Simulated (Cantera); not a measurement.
An isothermal, constant-pressure homogeneous reactor starts with CH4 : N2 = 1 : 3 (molar parts), at 1648 K and 4.88 Torr.

Cantera simulation using GRI-Mech 3.0 (53 species, 325 reactions); the numbers are that mechanism's predictions, not measurements. GRI-Mech 3.0 stops at C3 and has no aromatics, soot or wall deposition, so with more carbon than oxygen in the feed, carbon stays in small species such as C2H2 where larger ones or solid carbon would form. Radical loss at walls, strong at low pressure, is not modelled.

One state of this run: x CH4 = 0.0583; x C2H2 = 0.0754; x C2H4 = 0.000894; x C2H6 = 1.22e-5; x CH3 = 0.00104. x: mole fraction; the columns are a selection and need not sum to one.

Task: Which value of t (s) does it belong to?
(A) 1.00
(B) 0.000231
(C) 0.0915
(D) 0.00253

Result: A, 1.00
